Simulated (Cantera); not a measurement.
Charge: 1 mol SiO2, 2.8 mol CO, 4 mol H2, at 1875 K and 0.133 bar.

Equilibrium computed with Cantera from the NASA thermochemical tables; the gas is ideal and each condensed phase is pure. Candidate condensed phases: C, C6H6, C7H8, C8H18, H2O, Si, SiC, SiO2; 123 gas species. The tables hold silica as quartz up to 1696 K and as liquid above; real silica turns to tridymite and cristobalite and melts near 1996 K. Equilibrium is a limit: real reactors are often held back by kinetics, nucleation or transport.

Base state: H2 0.577, CO 0.408, SiO 0.00672, H2O 0.00574, H 0.00136, CO2 0.000985 (mole fractions); condensed: SiO2(condensed).

Question: What changes in the equilibrium state with this change: temperature from 1875 K to 1673.15 K?

Answer: 
| species | before | after |
|---|---|---|
| H2 | 0.577 | 0.587 |
| CO | 0.408 | 0.411 |
| SiO | 0.00672 | 0.000895 |
| H2O | 0.00574 | 0.000739 |
| CO2 | 0.000985 | 0.000157 |
| H | 0.00136 | 0.000239 |
| SiO2(condensed), mol | 0.954 | 0 |
| SiO2(β-quartz), mol | 0 | 0.994 |

Question: What changes in the equilibrium state with this change: H2 from 4 to 0.2 mol?

Answer: 
```
species                 before     after
--------------------  --------  --------
CO                       0.408     0.926
H2                       0.577    0.0651
SiO                    0.00672   0.00440
H2O                    0.00574  0.000989
CO2                   0.000985   0.00341
H                      0.00136  0.000458
SiO2(condensed), mol     0.954     0.987
```
